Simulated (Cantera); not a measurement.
A Cantera script and what it prints.

```python
import numpy as np
import cantera as ct

gas_names = """
    CL CL2 H HCL H2 Si SiCL SiCL2 SiCL3 SiCL4 SiH SiHCL3 SiH2 SiH2CL2 SiH3 SiH3CL SiH4 Si2 Si3
""".split()
cond_names = """
    Si(cr) Si(L)
""".split()


# ... load() reads the species with a 1 bar reference pressure and builds the phases ...
atoms = {
    'Si2H6': {'Si': 2, 'H': 6},
    'HCl': {'H': 1, 'CL': 1},
    'H2': {'H': 2},
}
top_T = {}  # K; cautious upper limits of use, not melting points


# ... equilibrate(T, P, feed) seeds the gas with the atoms and calls Mixture.equilibrate('TP', solver="vcs", rtol=1e-11, max_steps=5000) ...
results = []
feed = {'Si2H6': 1, 'HCl': 0.052, 'H2': 23}  # mol
P = 12000  # Pa
for T in [898, 998, 1098, 1198, 1298, 1398, 1498, 1598, 1698]:
    mix = equilibrate(T, P, feed)
    results.append((T, P, feed, dict(zip(mix.species_names, mix.species_moles))))

top = {s: max(r[3][s] / sum(r[3][g] for g in gas_names) for r in results) for s in gas_names}
cols = sorted((s for s in top if top[s] > 0.001), key=lambda s: -top[s])[:7]
seen = [c for c in cond_names if any(r[3].get(c, 0) > 1e-12 for r in results)]
print("log10 of partial pressures in bar; condensed amounts in mol")
print(f"{'T/K':>10s}" + "".join(f"{s[:9]:>10s}" for s in cols + seen))
for T, P, feed, n in results:
    ng = sum(n[g] for g in gas_names)
    print(f"{T:10.4g}" + "".join(f"{np.log10(max(n[s] / ng * P / 1e5, 1e-99)):10.3f}" for s in cols)
          + "".join(f"{n.get(c, 0):10.4g}" for c in seen))
```

It prints:

```
log10 of partial pressures in bar; condensed amounts in mol
       T/K        H2       HCL    Si(cr)     Si(L)
       898    -0.921    -3.826     1.994         0
       998    -0.922    -3.653     1.999         0
      1098    -0.922    -3.628         2         0
      1198    -0.922    -3.626         2         0
      1298    -0.922    -3.625         2         0
      1398    -0.922    -3.626         2         0
      1498    -0.922    -3.626         2         0
      1598    -0.922    -3.627     1.999         0
      1698    -0.922    -3.627         0     1.999
```

Method: chemical equilibrium by Gibbs-energy minimisation in Cantera with the NASA 1993 tables (ideal gas, pure condensed phases). The feed counts by its element totals alone. Gases not in the tables: Si2H6 and higher silanes.
